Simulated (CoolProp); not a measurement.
Vapour-liquid equilibrium of hydrogen sulfide (1) + propane (2) at 6.48 bar; x and y are mole fractions of (1).

Computed with CoolProp (multi-fluid Helmholtz-energy mixture model, Lemmon 2006 and Lemmon 2009; pair parameters Kunz 2012).

```
x     bubble temperature, mixture model (K)  bubble temperature, Raoult's law (K)  y, mixture model  y, Raoult's law
----  -------------------------------------  ------------------------------------  ----------------  ---------------
0.05                                  277.6                                 281.8             0.183            0.102
0.15                                      ?                                 278.2             0.410            0.276
0.25                                      ?                                 275.0             0.535            0.420
0.35                                  260.9                                 272.1             0.612            0.540
0.45                                  258.9                                 269.4                 ?            0.641
0.55                                  257.7                                 267.0                 ?            0.728
0.65                                  256.9                                 264.8             0.742            0.803
0.75                                  256.5                                 262.7                 ?            0.869
0.85                                  256.4                                 260.8             0.835            0.926
0.95                                  257.2                                 259.0                 ?            0.977
```

Problem. What belongs in the gaps?

Solution. 
- 0.15, bubble temperature, mixture model (K): 269.1
- 0.25, bubble temperature, mixture model (K): 264.0
- 0.45, y, mixture model: 0.665
- 0.55, y, mixture model: 0.705
- 0.75, y, mixture model: 0.782
- 0.95, y, mixture model: 0.925

The largest gap from Raoult's law is -11.2 K in bubble temperature, at x = 0.35. y crosses x between x = 0.75 and 0.85: the model has an azeotrope there.

The pair parameters rest on a limited set of measurements; away from them the model extrapolates.
